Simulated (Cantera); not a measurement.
# Thermodynamics of aluminium nitride and oxide growth, feed Al + H₂O + N₂

Input: 1 mol Al, 0.31 mol H₂O, 4.2 mol N₂, at 30.0 Pa.

Method: chemical equilibrium by Gibbs-energy minimisation in Cantera with the NASA 1993 tables (ideal gas, pure condensed phases). Candidate condensed phases: Al, AlN, Al₂O₃, H₂O; 35 gas species. Mutual solubility and eutectic melting of coexisting phases are not modelled. The tables' values for AlOH are old estimates; treat these amounts as uncertain. Condensed phases not in the tables: aluminium oxynitride. Rates play no part.

From 600 K to 1800 K the condensed part is AlN(s) + Al₂O₃(s). From 1950 K to 2100 K the condensed part is Al₂O₃(s).

```tsv
T (K)	x N₂	x Al	x H₂	x Al₂O	x H	x AlO	x AlOH	x AlH	n AlN(s)	n Al₂O₃(s)
600	0.925	<1e-12	0.0754	<1e-12	<1e-12	<1e-12	<1e-12	<1e-12	0.793	0.103
750	0.925	<1e-12	0.0754	<1e-12	5.01e-12	<1e-12	<1e-12	<1e-12	0.793	0.103
900	0.925	<1e-12	0.0754	<1e-12	1.85e-9	<1e-12	<1e-12	<1e-12	0.793	0.103
1050	0.925	<1e-12	0.0754	<1e-12	1.29e-7	<1e-12	<1e-12	<1e-12	0.793	0.103
1200	0.925	3.39e-11	0.0754	<1e-12	3.13e-6	<1e-12	2.59e-12	<1e-12	0.793	0.103
1350	0.925	4.21e-8	0.0753	4.00e-10	3.78e-5	<1e-12	4.70e-10	4.62e-10	0.793	0.103
1500	0.924	1.24e-5	0.0752	5.72e-7	0.000279	1.15e-10	2.95e-8	7.09e-8	0.793	0.103
1650	0.923	0.00128	0.0744	0.000212	0.00143	2.12e-8	8.51e-7	4.28e-6	0.787	0.103
1800	0.840	0.0631	0.0616	0.0305	0.00513	1.64e-6	1.28e-5	0.000124	0.291	0.0542
1950	0.797	0.0940	0.0513	0.0423	0.0150	2.45e-5	4.74e-5	0.000115	0	0.0289
2100	0.787	0.0986	0.0400	0.0375	0.0360	0.000225	0.000125	7.75e-5	0	0.0360
```
x: gas mole fraction; n: condensed amount in mol.
